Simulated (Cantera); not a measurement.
Catalytic combustion on Pt

An isothermal plug-flow reactor at 850 K and 1.60 bar (inlet), inlet velocity 2.8 m/s, active area per volume 160 1/m; feed H2 : O2 : N2 = 0.0047 : 0.033 : 0.79 (molar parts), equivalence ratio 0.071.

Cantera simulation using Deutschmann's 1995 Pt surface mechanism with GRI-Mech 3.0 gas chemistry; the numbers are that mechanism's predictions, not measurements. Catalytic surfaces can have several steady states; this one follows from the mechanism file's or the stated starting coverage. Mass transfer to the wall is taken as infinitely fast.

```tsv
z (m)	x H2	x O2	x H2O	θ free Pt	θ O*	θ OH*
0.00071	0.00401	0.0391	0.00167	0.211	0.787	0.00259
0.0013	0.00320	0.0387	0.00249	0.176	0.822	0.00254
0.0023	0.00233	0.0383	0.00336	0.142	0.856	0.00244
0.004	0.00151	0.0379	0.00418	0.114	0.883	0.00233
0.0071	0.000796	0.0375	0.00490	0.0948	0.903	0.00223
0.013	0.000281	0.0373	0.00541	0.0832	0.915	0.00216
0.023	5.56e-5	0.0372	0.00564	0.0788	0.919	0.00213
0.04	3.83e-6	0.0371	0.00569	0.0778	0.920	0.00212
0.071	2.97e-8	0.0371	0.00569	0.0777	0.920	0.00212
```
x: gas mole fraction; θ: surface coverage.
